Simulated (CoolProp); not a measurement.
Computed with CoolProp (reference Helmholtz-energy equation of state, Lemmon 2006). It is a short technical equation, of lower accuracy than the large ones.

Give the vapour pressure (bar), liquid density (kg/m³), vapour density (kg/m³), surface tension (mN/m) of saturated n-nonane at 143.35, 146.85 °C.


| T (°C) | p (bar) | liquid density (kg/m³) | vapour density (kg/m³) | surface tension (mN/m) |
|---|---|---|---|---|
| 143.35 | 0.829 | 616 | 3.23 | 11.8 |
| 146.85 | 0.912 | 613 | 3.54 | 11.5 |

Surface tension comes from a separate correlation (Mulero 2012).
